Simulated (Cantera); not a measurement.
# Diamond growth

A diamond (100) surface in a fixed gas of H2 with x(CH4) = 0.015, x(H) = 0.0044, x(CH3) = 1.9e-05, 1400 Pa; coverages are run to steady state.

Computed with Cantera and the Harris–Goodwin 1993 mechanism for the reconstructed diamond (100) surface.

| T (K) | growth (µm/h) | θ c6HH | θ c6H* | θ c6*H | θ c6** | θ c6HM |
|---|---|---|---|---|---|---|
| 900 | 0.0823 | 0.689 | 0.0104 | 0.292 | 0.00436 | 0.00360 |
| 975 | 0.115 | 0.618 | 0.0161 | 0.354 | 0.00804 | 0.00241 |
| 1050 | 0.117 | 0.553 | 0.0229 | 0.409 | 0.0134 | 0.00127 |
| 1125 | 0.0720 | 0.494 | 0.0304 | 0.454 | 0.0204 | 0.000406 |
| 1200 | 0.0415 | 0.443 | 0.0382 | 0.489 | 0.0290 | 9.29e-5 |
| 1275 | 0.0367 | 0.400 | 0.0462 | 0.515 | 0.0386 | 2.03e-5 |
| 1350 | 0.0358 | 0.364 | 0.0540 | 0.533 | 0.0489 | 4.48e-6 |
θ: site fractions in the mechanism's names (c6HH fully hydrogenated, c6H* and c6*H radical sites, c6** diradical, c6HM methylated).
